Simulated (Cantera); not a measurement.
Cantera run:

```python
import numpy as np
import cantera as ct

gas_names = [...]  # 92 gases of nasa_gas.yaml made of C, H, N
cond_names = """
    C(gr) C6H6(L) C7H8(L) C8H18(L),n-octa
""".split()


# ... load() reads the species with a 1 bar reference pressure and builds the phases ...
atoms = {
    'C2H4': {'C': 2, 'H': 4},
    'NH3': {'N': 1, 'H': 3},
}
top_T = {'C(gr)': 4500}  # K; cautious upper limits of use, not melting points


# ... equilibrate(T, P, feed) seeds the gas with the atoms and calls Mixture.equilibrate('TP', solver="vcs", rtol=1e-11, max_steps=5000) ...
results = []
feed = {'C2H4': 1, 'NH3': 0.022}  # mol
T = 1173.15  # K
P = 320  # Pa
mix = equilibrate(T, P, feed)
results.append((T, P, feed, dict(zip(mix.species_names, mix.species_moles))))
x = sorted(zip(gas.X, gas.species_names), reverse=True)
print(f"T = {T:g} K  P = {P:g} Pa  gas = {mix.phase_moles(0):.4g} mol")
print("   x: " + "  ".join(f"{s} {v:.3e}" for v, s in x if v > 1e-05))
print("   condensed (mol): " + ("  ".join(f"{mix.phase(i).name} {mix.phase_moles(i):.4g}"
      for i in range(1, mix.n_phases) if mix.phase_moles(i) > 1e-12) or "none"))
```

Output:

```
T = 1173.15 K  P = 320 Pa  gas = 2.044 mol
   x: H2 9.946e-01  N2 5.380e-03  CH4 6.150e-05
   condensed (mol): C(gr) 2
```

These are equilibrium values from Cantera (NASA tables, ideal gas, pure condensed phases), not measurements of a reactor.
